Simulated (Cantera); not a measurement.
## Adiabatic ignition

An adiabatic, constant-pressure homogeneous reactor starts with CH₄ : CO : O₂ : N₂ = 1 : 0.084 : 6.19 : 23.3 (molar parts), equivalence ratio 0.33, at 1700 K and 3.70 bar.

Model: GRI-Mech 3.0 (53 species, 325 reactions), integrated in Cantera.

```json
[
 {"t (s)": "7.00e-6", "T (K)": "1700", "x CH₄": "0.0327", "x CO": "0.00275", "x O₂": "0.202", "x CH₂": "2.20e-10", "x C₂H₄": "3.48e-8", "x HCN": "<1e-12"},
 {"t (s)": "1.53e-5", "T (K)": "1700", "x CH₄": "0.0326", "x CO": "0.00275", "x O₂": "0.202", "x CH₂": "1.92e-9", "x C₂H₄": "6.84e-7", "x HCN": "<1e-12"},
 {"t (s)": "3.36e-5", "T (K)": "1702", "x CH₄": "0.0316", "x CO": "0.00282", "x O₂": "0.202", "x CH₂": "4.80e-8", "x C₂H₄": "2.52e-5", "x HCN": "2.61e-12"},
 {"t (s)": "7.36e-5", "T (K)": "2183", "x CH₄": "<1e-12", "x CO": "0.0115", "x O₂": "0.133", "x CH₂": "<1e-12", "x C₂H₄": "<1e-12", "x HCN": "6.17e-12"},
 {"t (s)": "0.000161", "T (K)": "2364", "x CH₄": "<1e-12", "x CO": "0.00130", "x O₂": "0.134", "x CH₂": "<1e-12", "x C₂H₄": "<1e-12", "x HCN": "<1e-12"},
 {"t (s)": "0.000353", "T (K)": "2373", "x CH₄": "<1e-12", "x CO": "0.000895", "x O₂": "0.134", "x CH₂": "<1e-12", "x C₂H₄": "<1e-12", "x HCN": "<1e-12"},
 {"t (s)": "0.000774", "T (K)": "2372", "x CH₄": "<1e-12", "x CO": "0.000891", "x O₂": "0.134", "x CH₂": "<1e-12", "x C₂H₄": "<1e-12", "x HCN": "<1e-12"},
 {"t (s)": "0.00170", "T (K)": "2371", "x CH₄": "<1e-12", "x CO": "0.000887", "x O₂": "0.134", "x CH₂": "<1e-12", "x C₂H₄": "<1e-12", "x HCN": "<1e-12"},
 {"t (s)": "0.00372", "T (K)": "2369", "x CH₄": "<1e-12", "x CO": "0.000878", "x O₂": "0.133", "x CH₂": "<1e-12", "x C₂H₄": "<1e-12", "x HCN": "<1e-12"},
 {"t (s)": "0.00814", "T (K)": "2365", "x CH₄": "<1e-12", "x CO": "0.000861", "x O₂": "0.132", "x CH₂": "<1e-12", "x C₂H₄": "<1e-12", "x HCN": "<1e-12"},
 {"t (s)": "0.0178", "T (K)": "2359", "x CH₄": "<1e-12", "x CO": "0.000833", "x O₂": "0.131", "x CH₂": "<1e-12", "x C₂H₄": "<1e-12", "x HCN": "<1e-12"},
 {"t (s)": "0.0391", "T (K)": "2351", "x CH₄": "<1e-12", "x CO": "0.000803", "x O₂": "0.129", "x CH₂": "<1e-12", "x C₂H₄": "<1e-12", "x HCN": "<1e-12"},
 {"t (s)": "0.0856", "T (K)": "2347", "x CH₄": "<1e-12", "x CO": "0.000788", "x O₂": "0.128", "x CH₂": "<1e-12", "x C₂H₄": "<1e-12", "x HCN": "<1e-12"},
 {"t (s)": "0.188", "T (K)": "2347", "x CH₄": "<1e-12", "x CO": "0.000786", "x O₂": "0.128", "x CH₂": "<1e-12", "x C₂H₄": "<1e-12", "x HCN": "<1e-12"},
 {"t (s)": "0.411", "T (K)": "2347", "x CH₄": "<1e-12", "x CO": "0.000786", "x O₂": "0.128", "x CH₂": "<1e-12", "x C₂H₄": "<1e-12", "x HCN": "<1e-12"},
 {"t (s)": "0.900", "T (K)": "2347", "x CH₄": "<1e-12", "x CO": "0.000786", "x O₂": "0.128", "x CH₂": "<1e-12", "x C₂H₄": "<1e-12", "x HCN": "<1e-12"}
]
```
x: mole fraction; the columns are a selection and need not sum to one.

| Item | Result |
|---|---|
| time of steepest temperature rise | 62.7 µs |
| temperature at 0.900 s | 2347 K |
| equilibrium temperature | 2347 K |
| x(CH₄) at 0.900 s | <1e-12 (gas-phase equilibrium <1e-12) |
| x(CO) at 0.900 s | 0.000786 (gas-phase equilibrium 0.000786) |
| x(O₂) at 0.900 s | 0.128 (gas-phase equilibrium 0.128) |
